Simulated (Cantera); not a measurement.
Input (Python, Cantera):

```python
import numpy as np
import cantera as ct

gas = ct.Solution("gri30.yaml")
gas.TPX = 950, 1333, {'H2': 0.025, 'O2': 1, 'N2': 2.8}
inlet = ct.Reservoir(gas, clone=True)

reactor = ct.IdealGasConstPressureReactor(gas, energy="off", clone=False)
exhaust = ct.Reservoir(gas, clone=True)
tau = [2.2, 1, 0.46, 0.21, 0.097, 0.044, 0.02, 0.0094][0]
for a, b in ((inlet, reactor), (reactor, exhaust)):
    ct.MassFlowController(a, b, mdot=lambda t: reactor.mass / tau)
net = ct.ReactorNet([reactor])
show = ['H2', 'O2', 'NO2', 'HO2', 'NO']

rows = []
print(f"{'tau/s':>10s}{'T/K':>9s}" + "".join(f"{s:>11s}" for s in show))
for tau in [2.2, 1, 0.46, 0.21, 0.097, 0.044, 0.02, 0.0094]:
    net.initial_time = 0.0
    net.advance(30 * tau)
    before = gas.X
    net.advance(40 * tau)
    drift = np.max(np.abs(gas.X - before) / (gas.X + 1e-9))
    rows.append([gas.T, *gas[show].X, drift])
    print(f"{tau:10.3e}{gas.T:9.1f}" + "".join(f"{x:11.3e}" for x in gas[show].X))
```

Output:

```
     tau/s      T/K         H2         O2        NO2        HO2         NO
 2.200e+00    950.0  1.476e-04  2.589e-01  1.350e-12  7.615e-07  2.858e-09
 1.000e+00    950.0  2.273e-04  2.588e-01  1.243e-12  9.600e-07  3.922e-09
 4.600e-01    950.0  3.496e-04  2.587e-01  1.089e-12  1.169e-06  5.153e-09
 2.100e-01    950.0  5.445e-04  2.586e-01  8.765e-13  1.375e-06  6.218e-09
 9.700e-02    950.0  8.524e-04  2.585e-01  6.317e-13  1.552e-06  6.450e-09
 4.400e-02    950.0  1.369e-03  2.586e-01  3.832e-13  1.689e-06  5.243e-09
 2.000e-02    950.0  2.224e-03  2.589e-01  1.841e-13  1.763e-06  2.921e-09
 9.400e-03    950.0  3.521e-03  2.595e-01  6.542e-14  1.752e-06  9.438e-10
```

Cantera simulation using GRI-Mech 3.0 (53 species, 325 reactions); the numbers are that mechanism's predictions, not measurements. Radical loss at walls, strong at low pressure, is not modelled.
